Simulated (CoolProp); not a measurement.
Computed with CoolProp (reference Helmholtz-energy equation of state, Span 1996).

For carbon dioxide, give the phase and the viscosity (µPa s) at 704.15 °C and 0.0384 MPa; 474.05 °C and 1.56 MPa.


- 704.15 °C and 0.0384 MPa: gas; viscosity 40.5
- 474.05 °C and 1.56 MPa: gas; viscosity 33.3

Viscosity comes from a separate model (Laesecke 2017).
